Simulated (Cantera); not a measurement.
Input: 1 mol C₂H₆, 1.4 mol H₂, 4.9 mol N₂, held at 1.00 bar.

These are equilibrium values from Cantera (NASA tables, ideal gas, pure condensed phases), not measurements of a reactor. Candidate condensed phases: C, C₆H₆, C₇H₈, C₈H₁₈; 92 gas species. The numbers say what is thermodynamically allowed, not how fast it happens.

**Question.** What share of the C ends up in condensed phases as a function of T (K), at 1675, 1750, 1825, 1900, 1975, 2050, 2125, 2200, 2275, 2350, 2425, 2500?

**Answer.** 
```csv
T (K),C condensed (%),as
1675,99.1,C(graphite)
1750,98.7,C(graphite)
1825,98.2,C(graphite)
1900,97.4,C(graphite)
1975,96.4,C(graphite)
2050,95.1,C(graphite)
2125,93.5,C(graphite)
2200,91.5,C(graphite)
2275,88.9,C(graphite)
2350,85.9,C(graphite)
2425,82.3,C(graphite)
2500,78.0,C(graphite)
```
